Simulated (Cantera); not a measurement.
Thermodynamics of silicon oxide and oxynitride deposition, feed SiCl4 + O2

Charge: 1 mol SiCl4, 0.15 mol O2, equilibrated at 0.0800 bar.

Equilibrium computed with Cantera from the NASA thermochemical tables; the gas is ideal and each condensed phase is pure. Candidate condensed phases: Si, SiO2; 15 gas species. The tables' values for SiCl3 are old estimates; treat these amounts as uncertain. The tables hold silica as quartz up to 1696 K and as liquid above; real silica turns to tridymite and cristobalite and melts near 1996 K. Equilibrium is a limit: real reactors are often held back by kinetics, nucleation or transport.

```json
[
 {"T (K)": "673", "x SiCl4": "0.739", "x Cl2": "0.261", "x Cl": "5.11e-7", "x SiCl3": "<1e-12", "n SiO2(α-quartz)": "0.150", "n SiO2(β-quartz)": "0"},
 {"T (K)": "773", "x SiCl4": "0.739", "x Cl2": "0.261", "x Cl": "8.83e-6", "x SiCl3": "<1e-12", "n SiO2(α-quartz)": "0.150", "n SiO2(β-quartz)": "0"},
 {"T (K)": "873", "x SiCl4": "0.739", "x Cl2": "0.261", "x Cl": "8.00e-5", "x SiCl3": "3.06e-11", "n SiO2(α-quartz)": "0", "n SiO2(β-quartz)": "0.150"},
 {"T (K)": "973", "x SiCl4": "0.739", "x Cl2": "0.261", "x Cl": "0.000463", "x SiCl3": "1.39e-9", "n SiO2(α-quartz)": "0", "n SiO2(β-quartz)": "0.150"},
 {"T (K)": "1073", "x SiCl4": "0.738", "x Cl2": "0.260", "x Cl": "0.00194", "x SiCl3": "3.08e-8", "n SiO2(α-quartz)": "0", "n SiO2(β-quartz)": "0.150"},
 {"T (K)": "1173", "x SiCl4": "0.737", "x Cl2": "0.257", "x Cl": "0.00635", "x SiCl3": "4.02e-7", "n SiO2(α-quartz)": "0", "n SiO2(β-quartz)": "0.150"},
 {"T (K)": "1273", "x SiCl4": "0.733", "x Cl2": "0.250", "x Cl": "0.0172", "x SiCl3": "3.50e-6", "n SiO2(α-quartz)": "0", "n SiO2(β-quartz)": "0.150"},
 {"T (K)": "1373", "x SiCl4": "0.725", "x Cl2": "0.236", "x Cl": "0.0395", "x SiCl3": "2.24e-5", "n SiO2(α-quartz)": "0", "n SiO2(β-quartz)": "0.150"},
 {"T (K)": "1473", "x SiCl4": "0.710", "x Cl2": "0.211", "x Cl": "0.0789", "x SiCl3": "0.000113", "n SiO2(α-quartz)": "0", "n SiO2(β-quartz)": "0.150"},
 {"T (K)": "1573", "x SiCl4": "0.688", "x Cl2": "0.174", "x Cl": "0.138", "x SiCl3": "0.000481", "n SiO2(α-quartz)": "0", "n SiO2(β-quartz)": "0.150"}
]
```
x: gas mole fraction; n: condensed amount in mol.

From 673 K to 773 K the condensed part is SiO2(α-quartz). From 873 K to 1573 K the condensed part is SiO2(β-quartz). The main Si-bearing gas is SiCl4 throughout.
